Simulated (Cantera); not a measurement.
Mixture: C3H8 : O2 : N2 = 1 : 3.57 : 12.1 (molar parts), equivalence ratio 1.4, at 6.12 atm, adiabatic and at constant volume. Ignition delay is the time to a rise of 400 K.

Detailed kinetics in Cantera: GRI-Mech 3.0 (53 species, 325 reactions). GRI-Mech 3.0 was tuned for natural gas; its chemistry of propane as a main component is partial and can be far from experiment.

**Question.** What does this change do: constant pressure in place of constant volume?

**Answer.** 
| quantity | before | after |
|---|---|---|
| delay at 1025 K | 67.6 ms | 69.2 ms |
| delay at 1225 K | 1.32 ms | 1.42 ms |
| delay at 1425 K | 54.5 µs | 60.8 µs |
| delay at 1625 K | 7.19 µs | 8.26 µs |
| delay at 1825 K | 2.18 µs | 2.57 µs |
| apparent activation energy between 1625 and 1825 K | 150 kJ/mol | 140 kJ/mol |

**Question.** What does this change do: N2 12.1 to 9.2 parts?

**Answer.** 
```json
[
 {"quantity": "delay at 1025 K", "before": "67.6 ms", "after": "55.5 ms"},
 {"quantity": "delay at 1225 K", "before": "1.32 ms", "after": "1.12 ms"},
 {"quantity": "delay at 1425 K", "before": "54.5 µs", "after": "46.0 µs"},
 {"quantity": "delay at 1625 K", "before": "7.19 µs", "after": "6.09 µs"},
 {"quantity": "delay at 1825 K", "before": "2.18 µs", "after": "1.87 µs"},
 {"quantity": "apparent activation energy between 1625 and 1825 K", "before": "150 kJ/mol", "after": "150 kJ/mol"}
]
```
